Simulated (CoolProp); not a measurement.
A closed Brayton cycle with nitrogen: compressor inlet 312.15 K and 1.1 MPa, high pressure 2.22 MPa, turbine inlet 920 K, compressor efficiency 0.89, turbine efficiency 0.93, recuperator effectiveness 0.8 (on enthalpy, no pinch check). Each further row changes one setting.

Computed with CoolProp (reference Helmholtz-energy equation of state, Span 2000).

| case | thermal efficiency (%) | net work (kJ/kg) | compressor to turbine work | compressor exit (K) | turbine exit (K) |
|---|---|---|---|---|---|
| as stated | ? | 82.8 | 0.50 | 390.3 | 776.2 |
| turbine inlet 870 K | 32.1 | ? | 0.52 | 390.3 | 732.8 |
| compressor inlet 322.15 K | 32.6 | 80.1 | 0.51 | ? | 776.2 |
| high pressure 1.89 MPa | 30.3 | ? | 0.47 | ? | 807.2 |
| recuperator effectiveness 0.5 | 22.2 | 82.8 | 0.50 | 390.3 | 776.2 |

### Question
Complete the blanks.

### Answer

- as stated, thermal efficiency (%): 33.3
- turbine inlet 870 K, net work (kJ/kg): 73.7
- compressor inlet 322.15 K, compressor exit (K): 402.8
- high pressure 1.89 MPa, net work (kJ/kg): 67.9
- high pressure 1.89 MPa, compressor exit (K): 371.0
